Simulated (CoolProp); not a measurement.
Vapour-liquid equilibrium of CH2F2 (R32) (1) + R227EA (2) at 1070 kPa; x and y are mole fractions of (1).

Values from CoolProp's multi-fluid Helmholtz-energy mixture model, Tillner-Roth 1997 and Lemmon 2016; pair parameters Bell 2016.

**Question.** Give the bubble temperature and the first vapour's composition at x = 0.2, 0.35, 0.5. Is there an azeotrope?

**Answer.** x = 0.2: 313.6 K, y = 0.409; x = 0.35: 304.0 K, y = 0.610; x = 0.5: 296.8 K, y = 0.743. No azeotrope shows between x = 0.05 and 0.95.

The pair parameters rest on a limited set of measurements; away from them the model extrapolates. The gap from Raoult's law changes sign with composition, which may be real or a fault of the pair parameters; it wasn't checked against measurements.
